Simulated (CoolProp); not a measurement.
Properties of R227EA along the isotherm 218.5 K.

Computed with CoolProp (reference Helmholtz-energy equation of state, Lemmon 2016).

| p (MPa) | phase | speed of sound (m/s) | fugacity coefficient |
|---|---|---|---|
| 1.04 | liquid | 755.1 | 0.01363 |
| 2.09 | liquid | 760.8 | 0.007194 |
| 3.13 | liquid | 766.4 | 0.005091 |
| 4.18 | liquid | 772.0 | 0.004042 |
| 5.22 | liquid | 777.4 | 0.003430 |
| 6.27 | liquid | 782.8 | 0.003027 |
| 7.31 | liquid | 788.0 | 0.002751 |
| 8.36 | liquid | 793.2 | 0.002549 |
| 9.4 | liquid | 798.4 | 0.002402 |
| 10.4 | liquid | 803.2 | 0.002294 |
| 11.5 | liquid | 808.5 | 0.002205 |
| 12.5 | liquid | 813.2 | 0.002143 |
| 13.6 | liquid | 818.3 | 0.002093 |
| 14.6 | liquid | 822.9 | 0.002060 |
